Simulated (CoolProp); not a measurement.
Saturation properties of R1123.

The numbers come from the reference Helmholtz-energy equation of state, Akasaka 2020 in CoolProp.

```csv
T (K),p (bar),vapour density (kg/m³),enthalpy of vaporisation (kJ/kg),liquid cp (kJ/(kg K))
247.5,4.711,21.01,197.4,1.369
249.6,5.079,22.61,195.5,1.376
251.7,5.469,24.30,193.6,1.384
253.8,5.880,26.09,191.6,1.392
255.8,6.293,27.89,189.8,1.400
257.9,6.750,29.90,187.7,1.408
260,7.231,32.01,185.7,1.418
262.1,7.738,34.25,183.6,1.427
264.2,8.270,36.62,181.5,1.438
266.2,8.802,39.01,179.4,1.448
268.3,9.387,41.65,177.2,1.459
270.4,10.00,44.44,174.9,1.471
272.5,10.64,47.40,172.6,1.484
274.5,11.28,50.37,170.3,1.497
276.6,11.99,53.66,167.9,1.512
```

It boils at 211.9 K under 1 atm.
